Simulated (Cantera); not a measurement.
## Thermodynamics of halide evaporation, hydrolysis and transport, feed SrCl2 + H2O + H2

A closed system holds: 1 mol SrCl2, 0.31 mol H2O, 200 mol H2, at 2148.15 K.

Method: chemical equilibrium by Gibbs-energy minimisation in Cantera with the NASA 1993 tables (ideal gas, pure condensed phases). Candidate condensed phases: H2O, Sr, SrCl2, SrO, Sr(OH)2; 20 gas species. Equilibrium is a limit: real reactors are often held back by kinetics, nucleation or transport.

From 1.00e-6 bar to 1.00 bar nothing is condensed. The main Sr-bearing gas is Sr at 1.00e-6 bar and SrCl2 at 1.00 bar.

| P (Pa) | log p H2 | log p H | log p HCl | log p Cl | log p SrCl2 | log p Sr | log p H2O | log p SrCl |
|---|---|---|---|---|---|---|---|---|
| 0.100 | -7.29 | -6.03 | -9.45 | -8.31 | -13.63 | -8.59 | -10.63 | -11.34 |
| 0.560 | -5.95 | -5.35 | -8.07 | -7.61 | -11.41 | -7.78 | -8.75 | -9.83 |
| 3.20 | -4.82 | -4.79 | -6.89 | -7.00 | -9.35 | -6.95 | -7.53 | -8.38 |
| 18 | -3.89 | -4.32 | -5.95 | -6.52 | -7.63 | -6.17 | -6.65 | -7.13 |
| 100 | -3.06 | -3.91 | -5.18 | -6.16 | -6.23 | -5.49 | -5.85 | -6.09 |
| 560 | -2.28 | -3.52 | -4.52 | -5.89 | -5.09 | -4.89 | -5.08 | -5.22 |
| 3200 | -1.51 | -3.13 | -3.91 | -5.67 | -4.11 | -4.35 | -4.32 | -4.46 |
| 18000 | -0.75 | -2.76 | -3.35 | -5.49 | -3.24 | -3.85 | -3.56 | -3.78 |
| 100000 | -0.01 | -2.38 | -2.80 | -5.31 | -2.42 | -3.38 | -2.82 | -3.14 |
log p: log10 of the partial pressure in bar; nothing condenses.
